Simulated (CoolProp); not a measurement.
Values from CoolProp's reference Helmholtz-energy equation of state, Colonna 2008. It is a short technical equation, of lower accuracy than the large ones.

### Question
Give the vapour pressure (MPa), vapour density (kg/m³), enthalpy of vaporisation (kJ/kg), surface tension (mN/m) of saturated dodecamethylcyclohexasiloxane (D6) at 123.95 °C.

### Answer
| T (°C) | p (MPa) | vapour density (kg/m³) | enthalpy of vaporisation (kJ/kg) | surface tension (mN/m) |
|---|---|---|---|---|
| 123.95 | 0.00224 | 0.303 | 131 | 11.2 |

Surface tension comes from a separate correlation (Mulero 2014).
